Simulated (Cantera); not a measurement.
Cantera run:

```python
import numpy as np
import cantera as ct

gas_names = """
    NO2 O2 N CrO3
""".split()
cond_names = """
    Cr(cr) Cr(L) Cr2N(s)
""".split()


# ... load() reads the species with a 1 bar reference pressure and builds the phases ...
species = {s.name: s for s in load("nasa_gas.yaml", gas_names) + load("nasa_condensed.yaml", cond_names)}
# Each term lists the table entries of one substance; the one whose range holds T is used.
reactions = {
    'NO2(g) + 2 Cr = Cr2N + O2(g)':
        [(-1, ['NO2']), (-2, ['Cr(cr)', 'Cr(L)']), (1, ['Cr2N(s)']), (1, ['O2'])],
    '3 O2(g) + Cr2N = N(g) + 2 CrO3(g)':
        [(-3, ['O2']), (-1, ['Cr2N(s)']), (1, ['N']), (2, ['CrO3'])],
}


def pick(names, T):
    return next(species[n] for n in names if species[n].thermo.min_temp <= T <= species[n].thermo.max_temp)


results = []
for label, terms in reactions.items():
    print(label)
    print("     T/K   dH/kJ  dS/(J/K)   dG/kJ   log10 K")
    for T in [650, 700, 750, 800, 850, 900]:
        used = [(nu, pick(names, T)) for nu, names in terms]
        dH = sum(nu * s.thermo.h(T) for nu, s in used) / 1e6
        dS = sum(nu * s.thermo.s(T) for nu, s in used) / 1e3
        dG = dH - T * dS / 1e3
        logK = -dG * 1e6 / (ct.gas_constant * T * np.log(10))
        results.append((label, T, dH, dS, dG, logK, [s.name for _, s in used]))
        print(f"{T:8g} {dH:8.1f} {dS:8.1f} {dG:8.1f} {logK:8.2f}")
```

Output:

```
NO2(g) + 2 Cr = Cr2N + O2(g)
     T/K   dH/kJ  dS/(J/K)   dG/kJ   log10 K
     650   -155.8     -8.5   -150.3    12.08
     700   -155.3     -7.8   -149.9    11.18
     750   -154.9     -7.2   -149.5    10.41
     800   -154.4     -6.6   -149.1     9.74
     850   -153.9     -6.0   -148.8     9.15
     900   -153.5     -5.5   -148.5     8.62
3 O2(g) + Cr2N = N(g) + 2 CrO3(g)
     T/K   dH/kJ  dS/(J/K)   dG/kJ   log10 K
     650      7.8     -5.6     11.4    -0.92
     700      7.3     -6.3     11.7    -0.87
     750      6.8     -7.1     12.1    -0.84
     800      6.2     -7.8     12.4    -0.81
     850      5.6     -8.6     12.8    -0.79
     900      4.9     -9.4     13.3    -0.77
```

Source: NASA polynomial tables (part measured, part estimated), evaluated in Cantera. Condensed species are held in their standard states even where they would react or evaporate.
